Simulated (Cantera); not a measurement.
A closed system holds: 1 mol Si, 0.16 mol H2O, 620 mol H2, at 1150 K and 5.10 bar.

Cantera equilibrium calculation (NASA polynomials, part measured and part estimated; ideal gas, pure solids and liquids). Candidate condensed phases: H2O, Si, SiO2; 18 gas species. Mutual solubility and eutectic melting of coexisting phases are not modelled. The tables hold silica as quartz up to 1696 K and as liquid above; real silica turns to tridymite and cristobalite and melts near 1996 K. The numbers say what is thermodynamically allowed, not how fast it happens.

Base state: H2 1.000 (mole fractions); condensed: Si(s) + SiO2(β-quartz).

What changes in the equilibrium state with this change: temperature from 1150 K to 1598.15 K?


```csv
species,before,after
H2,1.000,1.000
SiO,2.34e-8,0.000254
H,3.30e-8,2.36e-5
"Si(s), mol",0.918,0.836
"SiO2(β-quartz), mol",0.0800,0
```
